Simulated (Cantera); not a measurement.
## Thermodynamics of halide evaporation, hydrolysis and transport, feed FeCl3 + O2 + H2

Charge: 1 mol FeCl3, 4.6 mol O2, 0.62 mol H2, at 250 Pa.

Cantera equilibrium calculation (NASA polynomials, part measured and part estimated; ideal gas, pure solids and liquids). Candidate condensed phases: Fe, FeCl2, FeCl3, FeO, Fe(OH)2, Fe(OH)3, Fe2O3, Fe3O4, H2O; 22 gas species. The numbers say what is thermodynamically allowed, not how fast it happens.

```json
[
 {"T (K)": "975", "x O2": "0.644", "x HCl": "0.199", "x Cl2": "0.149", "x FeCl2": "0.000107", "x Cl": "0.00205", "x H2O": "0.00433", "x FeCl3": "0.000816", "n Fe2O3(s)": "0.497", "n Fe3O4(s)": "0"},
 {"T (K)": "1025", "x O2": "0.644", "x HCl": "0.201", "x Cl2": "0.145", "x FeCl2": "0.000483", "x Cl": "0.00426", "x H2O": "0.00318", "x FeCl3": "0.00187", "n Fe2O3(s)": "0.493", "n Fe3O4(s)": "0"},
 {"T (K)": "1075", "x O2": "0.645", "x HCl": "0.202", "x Cl2": "0.137", "x FeCl2": "0.00183", "x Cl": "0.00818", "x H2O": "0.00245", "x FeCl3": "0.00378", "n Fe2O3(s)": "0.483", "n Fe3O4(s)": "0"},
 {"T (K)": "1125", "x O2": "0.645", "x HCl": "0.201", "x Cl2": "0.125", "x FeCl2": "0.00585", "x Cl": "0.0145", "x H2O": "0.00200", "x FeCl3": "0.00664", "n Fe2O3(s)": "0.462", "n Fe3O4(s)": "0"},
 {"T (K)": "1175", "x O2": "0.647", "x HCl": "0.199", "x Cl2": "0.104", "x FeCl2": "0.0154", "x Cl": "0.0234", "x H2O": "0.00179", "x FeCl3": "0.00965", "n Fe2O3(s)": "0.423", "n Fe3O4(s)": "0"},
 {"T (K)": "1225", "x O2": "0.649", "x HCl": "0.195", "x Cl2": "0.0769", "x FeCl2": "0.0324", "x Cl": "0.0339", "x H2O": "0.00182", "x FeCl3": "0.0110", "n Fe2O3(s)": "0.364", "n Fe3O4(s)": "0"},
 {"T (K)": "1275", "x O2": "0.651", "x HCl": "0.190", "x Cl2": "0.0492", "x FeCl2": "0.0544", "x Cl": "0.0439", "x H2O": "0.00215", "x FeCl3": "0.00968", "n Fe2O3(s)": "0.296", "n Fe3O4(s)": "0"},
 {"T (K)": "1325", "x O2": "0.652", "x HCl": "0.185", "x Cl2": "0.0278", "x FeCl2": "0.0745", "x Cl": "0.0515", "x H2O": "0.00291", "x FeCl3": "0.00674", "n Fe2O3(s)": "0.236", "n Fe3O4(s)": "0"},
 {"T (K)": "1375", "x O2": "0.652", "x HCl": "0.180", "x Cl2": "0.0146", "x FeCl2": "0.0889", "x Cl": "0.0565", "x H2O": "0.00430", "x FeCl3": "0.00405", "n Fe2O3(s)": "0.194", "n Fe3O4(s)": "0"},
 {"T (K)": "1425", "x O2": "0.652", "x HCl": "0.174", "x Cl2": "0.00754", "x FeCl2": "0.0982", "x Cl": "0.0597", "x H2O": "0.00648", "x FeCl3": "0.00229", "n Fe2O3(s)": "0.166", "n Fe3O4(s)": "0"},
 {"T (K)": "1475", "x O2": "0.652", "x HCl": "0.167", "x Cl2": "0.00410", "x FeCl2": "0.103", "x Cl": "0.0630", "x H2O": "0.00926", "x FeCl3": "0.00130", "n Fe2O3(s)": "0", "n Fe3O4(s)": "0.100"},
 {"T (K)": "1525", "x O2": "0.651", "x HCl": "0.160", "x Cl2": "0.00241", "x FeCl2": "0.106", "x Cl": "0.0677", "x H2O": "0.0123", "x FeCl3": "0.000761", "n Fe2O3(s)": "0", "n Fe3O4(s)": "0.0944"},
 {"T (K)": "1575", "x O2": "0.649", "x HCl": "0.152", "x Cl2": "0.00147", "x FeCl2": "0.108", "x Cl": "0.0724", "x H2O": "0.0158", "x FeCl3": "0.000460", "n Fe2O3(s)": "0", "n Fe3O4(s)": "0.0894"},
 {"T (K)": "1625", "x O2": "0.647", "x HCl": "0.144", "x Cl2": "0.000921", "x FeCl2": "0.110", "x Cl": "0.0772", "x H2O": "0.0195", "x FeCl3": "0.000287", "n Fe2O3(s)": "0", "n Fe3O4(s)": "0.0847"}
]
```
x: gas mole fraction; n: condensed amount in mol.

From 975 K to 1425 K the condensed part is Fe2O3(s). From 1475 K to 1625 K the condensed part is Fe3O4(s). The main Fe-bearing gas is FeCl3 at 975 K and FeCl2 at 1625 K. The share of Fe in condensed phases is highest at 975 K (99.4 %) and lowest at 1625 K (25.4 %).
